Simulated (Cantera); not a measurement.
Cantera run:

```python
import numpy as np
import cantera as ct

gas_names = """
    C CO CO2 C2 C2O C3 C3O2 C4 C5 Mg MgO Mg2 O O2 O3
""".split()
cond_names = """
    C(gr) Mg(cr) Mg(L) MgCO3(s) MgO(s) MgO(L)
""".split()


# ... load() reads the species with a 1 bar reference pressure and builds the phases ...
atoms = {
    'MgCO3': {'Mg': 1, 'C': 1, 'O': 3},
    'O2': {'O': 2},
}
top_T = {'C(gr)': 4500}  # K; cautious upper limits of use, not melting points


# ... equilibrate(T, P, feed) seeds the gas with the atoms and calls Mixture.equilibrate('TP', solver="vcs", rtol=1e-11, max_steps=5000) ...
results = []
feed = {'MgCO3': 1, 'O2': 9.2}  # mol
P = 1000  # Pa
for T in [1450, 1500, 1550, 1600, 1650, 1700, 1750, 1800, 1850, 1900, 1950, 2000, 2050]:
    mix = equilibrate(T, P, feed)
    results.append((T, P, feed, dict(zip(mix.species_names, mix.species_moles))))

top = {s: max(r[3][s] / sum(r[3][g] for g in gas_names) for r in results) for s in gas_names}
cols = sorted((s for s in top if top[s] > 1e-06), key=lambda s: -top[s])[:8]
seen = [c for c in cond_names if any(r[3].get(c, 0) > 1e-12 for r in results)]
print("log10 of partial pressures in bar; condensed amounts in mol")
print(f"{'T/K':>10s}" + "".join(f"{s[:9]:>10s}" for s in cols + seen))
for T, P, feed, n in results:
    ng = sum(n[g] for g in gas_names)
    print(f"{T:10.4g}" + "".join(f"{np.log10(max(n[s] / ng * P / 1e5, 1e-99)):10.3f}" for s in cols)
          + "".join(f"{n.get(c, 0):10.4g}" for c in seen))
```

Output:

```
log10 of partial pressures in bar; condensed amounts in mol
       T/K        O2       CO2         O        CO        Mg       MgO    MgO(s)
      1450    -2.045    -3.009    -6.720    -7.633   -14.581   -14.188         1
      1500    -2.045    -3.009    -6.414    -7.296   -13.699   -13.398         1
      1550    -2.045    -3.009    -6.129    -6.982   -12.874   -12.659         1
      1600    -2.045    -3.009    -5.861    -6.687   -12.102   -11.967         1
      1650    -2.045    -3.009    -5.609    -6.410   -11.378   -11.317         1
      1700    -2.045    -3.009    -5.372    -6.150   -10.696   -10.706         1
      1750    -2.045    -3.009    -5.149    -5.905   -10.054   -10.130         1
      1800    -2.045    -3.010    -4.937    -5.674    -9.449    -9.586         1
      1850    -2.046    -3.011    -4.738    -5.456    -8.877    -9.072         1
      1900    -2.046    -3.012    -4.548    -5.250    -8.335    -8.585         1
      1950    -2.047    -3.014    -4.369    -5.055    -7.821    -8.123         1
      2000    -2.048    -3.016    -4.198    -4.871    -7.334    -7.685    0.9999
      2050    -2.049    -3.020    -4.036    -4.697    -6.871    -7.269    0.9998
```

These are equilibrium values from Cantera (NASA tables, ideal gas, pure condensed phases), not measurements of a reactor.
